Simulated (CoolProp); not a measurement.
Properties of benzene along the isobar 19900 kPa (Tc = 288.9 °C, pc = 4906 kPa, ω = 0.211).

Computed with CoolProp (reference Helmholtz-energy equation of state, Thol 2012).

```
T (°C)          phase  conductivity (mW/(m K))  Prandtl number
------  -------------  -----------------------  --------------
245.35         liquid                     95.8            2.92
254.55         liquid                     94.1            2.86
263.85         liquid                     92.4            2.80
273.05         liquid                     90.9            2.73
282.25         liquid                     89.4            2.68
291.45  supercritical                     87.9            2.62
300.75  supercritical                     86.6            2.56
309.95  supercritical                     85.3            2.50
319.15  supercritical                     84.2            2.45
328.35  supercritical                     83.1            2.39
337.65  supercritical                     82.2            2.33
346.85  supercritical                     81.3            2.27
```

Viscosity comes from a separate model (Avgeri 2014). Thermal conductivity comes from a separate model (Assael 2012).
